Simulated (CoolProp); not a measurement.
Vapour-liquid equilibrium of R134a (1) + R1234ze(E) (2) at 286.7 K; x and y are mole fractions of (1).

Values from CoolProp's multi-fluid Helmholtz-energy mixture model, Tillner-Roth 1994 and Thol 2016; pair parameters Bell 2022.

```json
[
 {"x": "0.05", "bubble pressure (kPa)": "357.3", "y at the bubble point": "[?]", "dew pressure at overall composition x (kPa)": "354.1", "liquid density (mol/L)": "10.59"},
 {"x": "0.125", "bubble pressure (kPa)": "371.1", "y at the bubble point": "0.172", "dew pressure at overall composition x (kPa)": "364.5", "liquid density (mol/L)": "10.70"},
 {"x": "0.2", "bubble pressure (kPa)": "383.4", "y at the bubble point": "0.261", "dew pressure at overall composition x (kPa)": "374.9", "liquid density (mol/L)": "10.82"},
 {"x": "0.275", "bubble pressure (kPa)": "[?]", "y at the bubble point": "0.343", "dew pressure at overall composition x (kPa)": "385.3", "liquid density (mol/L)": "10.93"},
 {"x": "0.35", "bubble pressure (kPa)": "404.8", "y at the bubble point": "0.419", "dew pressure at overall composition x (kPa)": "395.6", "liquid density (mol/L)": "11.05"},
 {"x": "0.425", "bubble pressure (kPa)": "414.1", "y at the bubble point": "0.492", "dew pressure at overall composition x (kPa)": "405.5", "liquid density (mol/L)": "11.18"},
 {"x": "0.5", "bubble pressure (kPa)": "422.7", "y at the bubble point": "0.561", "dew pressure at overall composition x (kPa)": "415.1", "liquid density (mol/L)": "11.30"},
 {"x": "0.575", "bubble pressure (kPa)": "430.6", "y at the bubble point": "0.629", "dew pressure at overall composition x (kPa)": "424.3", "liquid density (mol/L)": "11.43"},
 {"x": "0.65", "bubble pressure (kPa)": "437.9", "y at the bubble point": "0.695", "dew pressure at overall composition x (kPa)": "432.9", "liquid density (mol/L)": "11.57"},
 {"x": "0.725", "bubble pressure (kPa)": "[?]", "y at the bubble point": "0.761", "dew pressure at overall composition x (kPa)": "441.0", "liquid density (mol/L)": "11.70"},
 {"x": "0.8", "bubble pressure (kPa)": "451.1", "y at the bubble point": "0.826", "dew pressure at overall composition x (kPa)": "448.6", "liquid density (mol/L)": "11.84"},
 {"x": "0.875", "bubble pressure (kPa)": "457.0", "y at the bubble point": "0.891", "dew pressure at overall composition x (kPa)": "455.6", "liquid density (mol/L)": "11.99"},
 {"x": "0.95", "bubble pressure (kPa)": "462.5", "y at the bubble point": "0.956", "dew pressure at overall composition x (kPa)": "462.0", "liquid density (mol/L)": "12.14"}
]
```

Q: Fill in the missing entries.

A: 
- 0.05, y at the bubble point: 0.073
- 0.275, bubble pressure (kPa): 394.6
- 0.725, bubble pressure (kPa): 444.7

No azeotrope shows between x = 0.05 and 0.95.

Pair parameters are fitted to limited data, so mixtures are less certain than the pure fluids.
